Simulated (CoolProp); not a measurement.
Computed with CoolProp (reference Helmholtz-energy equation of state, Thol 2015).

**Question.** For octamethylcyclotetrasiloxane (D4), give the phase and the cp (kJ/(kg K)) at 54.65 °C and 0.225 MPa; 294.65 °C and 0.065 MPa.

**Answer.** 
- 54.65 °C and 0.225 MPa: liquid; cp 1.72
- 294.65 °C and 0.065 MPa: gas; cp 1.95
